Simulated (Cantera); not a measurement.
**Silicon nitride deposition: SiH₄ + N₂**

A closed system holds: 1 mol SiH₄, a varied amount of N₂, at 525 °C and 18.0 Pa.

Method: chemical equilibrium by Gibbs-energy minimisation in Cantera with the NASA 1993 tables (ideal gas, pure condensed phases). Candidate condensed phases: Si, Si₃N₄; 18 gas species. N₂ is the only nitrogen source here; it is nearly inert below about 1500 K, so the nitride shown seldom forms there in practice. The numbers say what is thermodynamically allowed, not how fast it happens.

At 0.6 mol N₂ the condensed part is Si(s) + Si₃N₄(s). From 0.69 mol N₂ to 2.4 mol N₂ the condensed part is Si₃N₄(s).

| n(N₂) (mol) | x H₂ | x N₂ | x NH₃ | n Si(s) | n Si₃N₄(s) |
|---|---|---|---|---|---|
| 0.6 | 1.00 | 1.04e-12 | <1e-12 | 0.100 | 0.300 |
| 0.69 | 0.988 | 0.0115 | 5.80e-8 | 0 | 0.333 |
| 0.79 | 0.942 | 0.0581 | 1.21e-7 | 0 | 0.333 |
| 0.9 | 0.896 | 0.104 | 1.50e-7 | 0 | 0.333 |
| 1 | 0.857 | 0.143 | 1.65e-7 | 0 | 0.333 |
| 1.2 | 0.789 | 0.211 | 1.77e-7 | 0 | 0.333 |
| 1.4 | 0.732 | 0.268 | 1.78e-7 | 0 | 0.333 |
| 1.6 | 0.682 | 0.318 | 1.74e-7 | 0 | 0.333 |
| 1.8 | 0.638 | 0.362 | 1.68e-7 | 0 | 0.333 |
| 2.1 | 0.583 | 0.417 | 1.58e-7 | 0 | 0.333 |
| 2.4 | 0.536 | 0.464 | 1.47e-7 | 0 | 0.333 |
x: gas mole fraction; n: condensed amount in mol.
